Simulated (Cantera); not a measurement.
A Cantera script and what it prints.

```python
import numpy as np
import cantera as ct

gas_names = """
    F FO FO2 F2 F2O H HF HNO HNO2 HNO3 HOF HO2 H2 H2F2 H2O H2O2 H3F3 H4F4 H5F5 H6F6 H7F7 N NF NF2 NF3 NH
    NH2 NH3 NH2OH NO NO2 NO3 N2 N2H2 N2H4 N2O O OH O2 O3
""".split()
cond_names = """
    H2O(s) H2O(L)
""".split()


# ... load() reads the species with a 1 bar reference pressure and builds the phases ...
atoms = {
    'NF3': {'N': 1, 'F': 3},
    'H2O': {'H': 2, 'O': 1},
}
top_T = {}  # K; cautious upper limits of use, not melting points


# ... equilibrate(T, P, feed) seeds the gas with the atoms and calls Mixture.equilibrate('TP', solver="vcs", rtol=1e-11, max_steps=5000) ...
results = []
feed = {'NF3': 1, 'H2O': 0.26}  # mol
T = 1848.15  # K
P = 10000  # Pa
mix = equilibrate(T, P, feed)
results.append((T, P, feed, dict(zip(mix.species_names, mix.species_moles))))
x = sorted(zip(gas.X, gas.species_names), reverse=True)
print(f"T = {T:g} K  P = {P:g} Pa  gas = {mix.phase_moles(0):.4g} mol")
print("   x: " + "  ".join(f"{s} {v:.3e}" for v, s in x if v > 1e-05))
print("   condensed (mol): " + ("  ".join(f"{mix.phase(i).name} {mix.phase_moles(i):.4g}"
      for i in range(1, mix.n_phases) if mix.phase_moles(i) > 1e-12) or "none"))
```

Result:

```
T = 1848.15 K  P = 10000 Pa  gas = 3.628 mol
   x: F 6.825e-01  HF 1.433e-01  N2 1.374e-01  O2 3.535e-02  NO 8.349e-04  F2 4.985e-04  O 1.128e-04  FO 1.766e-05
   condensed (mol): none
```

Equilibrium computed with Cantera from the NASA thermochemical tables; the gas is ideal and each condensed phase is pure.
